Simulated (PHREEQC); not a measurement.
Buffer: an equilibrium model

Consider water at 25 °C with 0.00096 mol NaHSO4 and 0.0001 mol Na2HPO4 per kg of water. Closed to the air; pH follows from the charge balance.

Computed with PHREEQC (ion-association model, phreeqc.dat).

This is a speciation only: nothing precipitates in the calculation.

Task: Estimate the pH.

Result: pH 3.12.

Task: In which forms is P present?

Result: H2PO4- 91 %, H3PO4 9.5 % of the P.
